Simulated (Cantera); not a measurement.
An isothermal, constant-pressure homogeneous reactor starts with 0.556 % CH₂O, 0.248 % O₂, 99.2 % N₂, equivalence ratio 2.2, at 1100 K and 2.17 atm.

Cantera simulation using GRI-Mech 3.0 (53 species, 325 reactions); the numbers are that mechanism's predictions, not measurements.

Q: Predict: x(NO) at 20.0 s; x(H₂) at 20.0 s.

A: 
* **x(NO) at 20.0 s**: 3.73e-9 (gas-phase equilibrium <1e-12)
* **x(H₂) at 20.0 s**: 0.00225 (gas-phase equilibrium 0.00306)
